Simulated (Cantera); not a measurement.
Feed: 1 mol C2F6, 0.08 mol F2, 0.19 mol H2, equilibrated at 41.0 Pa.

These are equilibrium values from Cantera (NASA tables, ideal gas, pure condensed phases), not measurements of a reactor. Candidate condensed phases: C, C6H6, C7H8, C8H18; 110 gas species. Ions and electrons are included (thermal ionisation). The feed counts by its element totals alone. Rates play no part. All values below are at 3727 °C.

Base state: F 0.721, C 0.233, H 0.0443, C2 0.000593, CF 0.000582, HF 0.000213, e- 4.68e-5, C+ 3.47e-5 (mole fractions); condensed: gas only.

**Question.** What changes in the equilibrium state with this change: C2F6 replaced by CH3Cl?

**Answer.** 
```
species    before     after
-------  --------  --------
H          0.0443     0.610
Cl              0     0.181
C           0.233     0.180
F           0.721    0.0288
HCl             0   2.73e-5
H2        3.17e-7   6.01e-5
CF       0.000582   1.79e-5
CF+       1.22e-5   4.89e-7
HF       0.000213  0.000117
```
